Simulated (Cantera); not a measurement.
An isothermal, constant-pressure homogeneous reactor starts with 2.33 % C₃H₈, 97.7 % H₂, at 1098 K and 0.133 bar.

Cantera simulation using GRI-Mech 3.0 (53 species, 325 reactions); the numbers are that mechanism's predictions, not measurements. GRI-Mech 3.0 was tuned for natural gas; its chemistry of propane as a main component is partial and can be far from experiment. GRI-Mech 3.0 stops at C3 and has no aromatics, soot or wall deposition, so with more carbon than oxygen in the feed, carbon stays in small species such as C2H2 where larger ones or solid carbon would form.

Question: Predict: x(C₃H₈) at 9.00 s; x(H₂) at 9.00 s; x(H) at 9.00 s; x(CH₄) at 9.00 s; x(CH₃) at 9.00 s.

Answer: 
* **x(C₃H₈) at 9.00 s**: 5.99e-7 (gas-phase equilibrium 1.96e-10)
* **x(H₂) at 9.00 s**: 0.951 (gas-phase equilibrium 0.930)
* **x(H) at 9.00 s**: 1.33e-6 (gas-phase equilibrium 6.58e-8)
* **x(CH₄) at 9.00 s**: 0.0305 (gas-phase equilibrium 0.0697)
* **x(CH₃) at 9.00 s**: 8.02e-7 (gas-phase equilibrium 9.00e-8)
